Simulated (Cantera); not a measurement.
# NO annealing gas

An isothermal, constant-pressure homogeneous reactor starts with NO : N2 = 1 : 7.4 (molar parts), at 1575 K and 1.00 bar.

Cantera simulation using GRI-Mech 3.0 (53 species, 325 reactions); the numbers are that mechanism's predictions, not measurements.

| t (s) | x NO | x N2 | x NO2 | x N2O | x O2 |
|---|---|---|---|---|---|
| 2.00e-5 | 0.119 | 0.881 | 1.29e-9 | 6.54e-9 | <1e-12 |
| 7.66e-5 | 0.119 | 0.881 | 1.32e-8 | 2.50e-8 | 7.91e-12 |
| 0.000294 | 0.119 | 0.881 | 8.18e-8 | 9.52e-8 | 5.42e-11 |
| 0.00112 | 0.119 | 0.881 | 3.62e-7 | 3.55e-7 | 3.45e-10 |
| 0.00431 | 0.119 | 0.881 | 1.55e-6 | 1.23e-6 | 4.06e-9 |
| 0.0165 | 0.119 | 0.881 | 7.15e-6 | 3.34e-6 | 1.28e-7 |
| 0.0632 | 0.119 | 0.881 | 2.52e-5 | 5.02e-6 | 5.57e-6 |
| 0.242 | 0.119 | 0.881 | 3.26e-5 | 5.09e-6 | 6.10e-5 |
| 0.928 | 0.118 | 0.881 | 3.64e-5 | 5.05e-6 | 0.000285 |
| 3.56 | 0.117 | 0.882 | 4.77e-5 | 4.91e-6 | 0.00113 |
| 13.6 | 0.111 | 0.885 | 7.25e-5 | 4.40e-6 | 0.00420 |
| 52.2 | 0.0916 | 0.895 | 0.000102 | 3.03e-6 | 0.0136 |
| 200 | 0.0539 | 0.914 | 9.15e-5 | 1.08e-6 | 0.0325 |
x: mole fraction; the columns are a selection and need not sum to one.

Equilibrium at this temperature and pressure: NO 0.00101, N2 0.940, NO2 2.30e-6, N2O 6.62e-8, O2 0.0590 (gas phase only).
